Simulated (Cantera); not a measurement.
A Cantera script and its output.

```python
import numpy as np
import cantera as ct

gas = ct.Solution("gri30.yaml")
gas.TPX = 423, 100000, {'CH4': 1, 'C2H6': 0.92, 'C3H8': 1.3, 'O2': 9.77, 'N2': 36.7, 'H2O': 1}
inlet = ct.Reservoir(gas, clone=True)
gas.equilibrate("HP")  # start burning
reactor = ct.IdealGasConstPressureReactor(gas, energy="on", clone=False)
exhaust = ct.Reservoir(gas, clone=True)
tau = [0.17, 0.048, 0.014, 0.004, 0.0012, 0.00033, 9.6e-05, 2.8e-05, 8.1e-06][0]
for a, b in ((inlet, reactor), (reactor, exhaust)):
    ct.MassFlowController(a, b, mdot=lambda t: reactor.mass / tau)
net = ct.ReactorNet([reactor])
show = ['CH4', 'C2H6', 'C3H8', 'C2H4', 'O']

rows = []
print(f"{'tau/s':>10s}{'T/K':>9s}" + "".join(f"{s:>11s}" for s in show))
for tau in [0.17, 0.048, 0.014, 0.004, 0.0012, 0.00033, 9.6e-05, 2.8e-05, 8.1e-06]:
    net.initial_time = 0.0
    net.advance(30 * tau)
    before = gas.X
    net.advance(40 * tau)
    drift = np.max(np.abs(gas.X - before) / (gas.X + 1e-9))
    rows.append([gas.T, *gas[show].X, drift])
    print(f"{tau:10.3e}{gas.T:9.1f}" + "".join(f"{x:11.3e}" for x in gas[show].X))
```

It prints:

```
     tau/s      T/K        CH4       C2H6       C3H8       C2H4          O
 1.700e-01   2220.7  2.549e-06  4.968e-08  6.701e-08  4.333e-07  9.358e-05
 4.800e-02   2205.2  4.229e-06  1.567e-07  1.979e-07  1.109e-06  1.887e-04
 1.400e-02   2179.1  6.970e-06  4.602e-07  5.399e-07  2.577e-06  3.922e-04
 4.000e-03   2138.3  1.338e-05  1.349e-06  1.478e-06  5.917e-06  7.727e-04
 1.200e-03   2086.6  3.032e-05  3.868e-06  4.038e-06  1.378e-05  1.290e-03
 3.300e-04   2021.2  9.332e-05  1.324e-05  1.341e-05  4.130e-05  1.781e-03
 9.600e-05   1913.8  4.499e-04  6.289e-05  6.260e-05  2.149e-04  1.578e-03
 2.800e-05    423.0  1.973e-02  1.815e-02  2.565e-02 -5.726e-17  4.481e-28
 8.100e-06    423.0  1.973e-02  1.815e-02  2.565e-02 -2.384e-20  9.744e-32
```

Computed with Cantera and GRI-Mech 3.0 (53 species, 325 reactions). GRI-Mech 3.0 was tuned for natural gas; its chemistry of propane as a main component is partial and can be far from experiment.
